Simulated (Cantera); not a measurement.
Standard-state values (1 bar) from the NASA 1993 polynomials, evaluated with Cantera. Values are per mole of reaction as written; species without (g) are pure solids or liquids, kept so even where they would boil at 1 bar.

Q: Between 300 and 1600 K, where is each reaction favourable under standard conditions?
- 2 Cr + 2 NO2(g) ⇌ Cr2O3 + N2O(g)

A: 
- 2 Cr + 2 NO2(g) ⇌ Cr2O3 + N2O(g): ΔG° is -1054 kJ at 300 K and -787 kJ at 1600 K; it stays negative (K > 1). ΔH° is -1106 kJ and ΔS° -199 J/K at 1600 K.
